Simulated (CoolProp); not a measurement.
Saturated liquid density (kg/m³) of R141b: the reference equation beside estimates from Tc = 477.5 K, pc = 42.12 bar, ω = 0.220. Rackett uses Z = 0.29056 − 0.08775 ω.

The numbers come from the reference Helmholtz-energy equation of state, Lemmon 2006 in CoolProp. It is a short technical equation, of lower accuracy than the large ones.

```
T (K)  reference  Rackett  van der Waals  Redlich-Kwong  Soave-Redlich-Kwong  Peng-Robinson
-----  ---------  -------  -------------  -------------  -------------------  -------------
242.1       1338     1328          810.2           1202                 1223           1376
271.9       1283     1275          780.3           1152                 1178           1328
301.7       1227     1219          747.7           1096                 1127           1273
331.5       1167     1159          711.7           1033                 1067           1209
361.3       1101     1093          671.1          960.5                997.7           1131
391.1       1026     1018          624.3          876.3                914.0           1037
420.8      937.9    929.8          568.1          775.2                810.1          918.4
450.6      818.7    811.5          493.2          642.3                668.8          753.2
```

Absolute difference from the reference over all 8 rows, mean and median: Rackett 0.7 and 0.7 %, van der Waals 39.3 and 39.2 %, Redlich-Kwong 13.6 and 12.1 %, Soave-Redlich-Kwong 10.7 and 9.0 %, Peng-Robinson 3.4 and 3.2 %.
